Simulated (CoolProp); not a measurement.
Computed with CoolProp (reference Helmholtz-energy equation of state, Platzer 1990). This equation is an older, rougher fit; its heat capacities, sound speeds and derivatives of the liquid may be far off and weren't checked against measurements.

Q: Give the vapour pressure (bar), liquid density (kg/m³), enthalpy of vaporisation (kJ/kg) of saturated c-C4F8 (RC318) at 54.55 °C.

A: 
| T (°C) | p (bar) | liquid density (kg/m³) | enthalpy of vaporisation (kJ/kg) |
|---|---|---|---|
| 54.55 | 7.30 | 1370 | 89.2 |
